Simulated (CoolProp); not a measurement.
Vapour-liquid equilibrium of R134a (1) + R124 (2) at 0.275 MPa; x and y are mole fractions of (1).

Model: multi-fluid Helmholtz-energy mixture model, Tillner-Roth 1994 and de Vries 1995; pair parameters Bell 2016, in CoolProp.

```
x     bubble temperature (K)  y at the bubble point  dew temperature at overall composition x (K)  liquid density (mol/L)
----  ----------------------  ---------------------  --------------------------------------------  ----------------------
0.05                   286.4                  0.090                                         287.1                   10.30
0.2                    282.7                  0.315                                         284.6                   10.65
0.35                   279.7                  0.489                                         282.1                   11.00
0.5                    277.2                  0.631                                         279.5                   11.37
0.65                   275.1                  0.752                                         276.9                   11.75
0.8                    273.4                  0.860                                         274.3                   12.16
0.95                   271.9                  0.965                                         272.1                   12.59
```

No azeotrope shows between x = 0.05 and 0.95.

The pair parameters rest on a limited set of measurements; away from them the model extrapolates.
